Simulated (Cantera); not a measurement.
Cantera run, input and output.

```python
import numpy as np
import cantera as ct

gas = ct.Solution("gri30.yaml")
gas.TPX = 1675, 101325, {'C2H6': 1, 'N2': 140}
inlet = ct.Reservoir(gas, clone=True)

reactor = ct.IdealGasConstPressureReactor(gas, energy="off", clone=False)
exhaust = ct.Reservoir(gas, clone=True)
tau = [16, 4.5, 1.3, 0.36, 0.1, 0.029, 0.0084, 0.0024, 0.00068][0]
for a, b in ((inlet, reactor), (reactor, exhaust)):
    ct.MassFlowController(a, b, mdot=lambda t: reactor.mass / tau)
net = ct.ReactorNet([reactor])
show = ['C2H6', 'CH3', 'HCN', 'C2H2', 'CH4', 'C2H', 'H2']

rows = []
print(f"{'tau/s':>10s}{'T/K':>9s}" + "".join(f"{s:>11s}" for s in show))
for tau in [16, 4.5, 1.3, 0.36, 0.1, 0.029, 0.0084, 0.0024, 0.00068]:
    net.initial_time = 0.0
    net.advance(30 * tau)
    before = gas.X
    net.advance(40 * tau)
    drift = np.max(np.abs(gas.X - before) / (gas.X + 1e-9))
    rows.append([gas.T, *gas[show].X, drift])
    print(f"{tau:10.3e}{gas.T:9.1f}" + "".join(f"{x:11.3e}" for x in gas[show].X))
```

Output:

```
     tau/s      T/K       C2H6        CH3        HCN       C2H2        CH4        C2H         H2
 1.600e+01   1675.0  9.986e-08  7.529e-06  3.499e-05  6.792e-03  3.518e-04  3.547e-08  1.344e-02
 4.500e+00   1675.0  3.447e-07  1.390e-05  1.956e-05  6.668e-03  6.084e-04  3.721e-08  1.305e-02
 1.300e+00   1675.0  1.133e-06  2.494e-05  1.222e-05  6.482e-03  9.708e-04  4.076e-08  1.249e-02
 3.600e-01   1675.0  3.715e-06  4.447e-05  8.778e-06  6.246e-03  1.400e-03  4.872e-08  1.182e-02
 1.000e-01   1675.0  1.140e-05  7.634e-05  7.552e-06  6.020e-03  1.734e-03  6.535e-08  1.123e-02
 2.900e-02   1675.0  3.149e-05  1.241e-04  7.312e-06  5.816e-03  1.885e-03  9.460e-08  1.083e-02
 8.400e-03   1675.0  8.320e-05  1.970e-04  7.109e-06  5.526e-03  1.917e-03  1.393e-07  1.041e-02
 2.400e-03   1675.0  2.197e-04  3.141e-04  6.378e-06  4.944e-03  1.887e-03  1.938e-07  9.660e-03
 6.800e-04   1675.0  5.934e-04  5.108e-04  5.029e-06  3.779e-03  1.733e-03  2.301e-07  8.173e-03
```

Cantera simulation using GRI-Mech 3.0 (53 species, 325 reactions); the numbers are that mechanism's predictions, not measurements. GRI-Mech 3.0 stops at C3 and has no aromatics, soot or wall deposition, so with more carbon than oxygen in the feed, carbon stays in small species such as C2H2 where larger ones or solid carbon would form.
